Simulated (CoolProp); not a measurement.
Vapour-liquid equilibrium of n-hexane (1) + toluene (2) at 20.45 °C; x and y are mole fractions of (1).

The numbers come from the multi-fluid Helmholtz-energy mixture model, Thol 2019 and Lemmon 2006; pair parameters Bell 2016 in CoolProp.

```csv
x,"bubble pressure, mixture model (kPa)","bubble pressure, Raoult's law (kPa)","y, mixture model","y, Raoult's law"
0.05,4.190,3.665,…,0.225
0.2,7.046,5.690,0.651,0.580
0.35,…,7.715,0.772,0.748
0.5,10.99,9.740,0.842,0.846
0.65,…,11.76,0.895,0.911
0.8,14.24,13.79,0.941,0.957
0.95,15.91,15.81,0.985,0.991
```

Problem. Complete the blanks.

Solution. 
- 0.05, y, mixture model: 0.320
- 0.35, bubble pressure, mixture model (kPa): 9.198
- 0.65, bubble pressure, mixture model (kPa): 12.63

The largest gap from Raoult's law is +23.8 % in bubble pressure, at x = 0.2. No azeotrope shows between x = 0.05 and 0.95.

The pair parameters rest on a limited set of measurements; away from them the model extrapolates.
